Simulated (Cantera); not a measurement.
acetone + NH₃ + H₂ (carbon deposition, reforming and gasification)

Charge: 1 mol acetone, 0.013 mol NH₃, 1.7 mol H₂, equilibrated at 1200 K and 7.00 bar.

Equilibrium computed with Cantera from the NASA thermochemical tables; the gas is ideal and each condensed phase is pure. Candidate condensed phases: C, C₆H₆, C₇H₈, C₈H₁₈, H₂O; 136 gas species. The feed counts by its element totals alone. Equilibrium is a limit: real reactors are often held back by kinetics, nucleation or transport.

The x(H₂) comes out as 0.750 and the x(CO) comes out as 0.161. The x(CH₄) is 0.0622 and the x(H₂O) comes out as 0.0220. The x(CO₂) is 0.00343. The x(N₂) is 0.00122. The x(NH₃) is 3.03e-5 and the x(C₂H₄) is 4.93e-6. The x(C₂H₆) comes out as 3.98e-6 and the n(C(graphite)) comes out as 1.81 mol. The gas amount is 5.265 mol.
